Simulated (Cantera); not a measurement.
Feed: 1 mol SiCl4, 2.1 mol H2, 1 mol HCl, equilibrated at 1148.15 K and 9.30 bar.

Equilibrium computed with Cantera from the NASA thermochemical tables; the gas is ideal and each condensed phase is pure. Candidate condensed phases: Si; 19 gas species. The tables' values for SiCl3 are old estimates; treat these amounts as uncertain. Equilibrium is a limit: real reactors are often held back by kinetics, nucleation or transport.

Base state: H2 0.502, HCl 0.254, SiCl4 0.234, SiHCl3 0.00931, SiCl3 0.000392, SiH2Cl2 4.64e-5 (mole fractions); condensed: gas only.

Q: What changes in the equilibrium state with this change: temperature from 1148.15 K to 500 K?

A: 
```json
[
 {"species": "H2", "before": "0.502", "after": "0.512"},
 {"species": "HCl", "before": "0.254", "after": "0.244"},
 {"species": "SiCl4", "before": "0.234", "after": "0.244"},
 {"species": "SiCl3", "before": "0.000392", "after": "<1e-9"},
 {"species": "SiH2Cl2", "before": "4.64e-5", "after": "<1e-9"}
]
```

Q: What changes in the equilibrium state with this change: HCl from 1 to 0.56 mol?

A: 
| species | before | after |
|---|---|---|
| H2 | 0.502 | 0.556 |
| SiCl4 | 0.234 | 0.256 |
| HCl | 0.254 | 0.171 |
| SiHCl3 | 0.00931 | 0.0167 |
| SiH2Cl2 | 4.64e-5 | 0.000137 |
| SiCl2 | 7.25e-6 | 1.94e-5 |
| SiCl3 | 0.000392 | 0.000670 |

Q: What changes in the equilibrium state with this change: temperature from 1148.15 K to 1073.15 K?

A: 
```
species    before     after
-------  --------  --------
H2          0.502     0.506
HCl         0.254     0.250
SiCl4       0.234     0.238
SiCl3    0.000392  0.000114
SiH2Cl2   4.64e-5   1.71e-5
SiHCl3    0.00931   0.00591
```
